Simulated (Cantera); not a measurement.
An adiabatic, constant-pressure homogeneous reactor starts with 13.6 % CH₄, 18.1 % O₂, 68.3 % N₂, equivalence ratio 1.5, at 1475 K and 1.01 bar.

Model: GRI-Mech 3.0 (53 species, 325 reactions), integrated in Cantera.

### Question
Predict: time of steepest temperature rise; temperature at 0.200 s; equilibrium temperature; x(O₂) at 0.200 s; x(H) at 0.200 s.

### Answer
```
Quantity                                                              Result
---------------------------------  -----------------------------------------
time of steepest temperature rise                                    1.82 ms
temperature at 0.200 s                                                2694 K
equilibrium temperature                                               2694 K
x(O₂) at 0.200 s                   0.000967 (gas-phase equilibrium 0.000967)
x(H) at 0.200 s                        0.0151 (gas-phase equilibrium 0.0151)
```
